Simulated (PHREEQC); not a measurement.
Make-up at 20 °C: 0.2 mol BaBr2 per kg of water. Closed to the air; pH follows from the charge balance.

Equilibrium calculation in PHREEQC: ion-association model, phreeqc.dat.

Precipitation was switched off in this run.

**Question.** What activity of water does the model give?

**Answer.** activity of water 0.990.

Complexes and solids missing from the database can't appear.
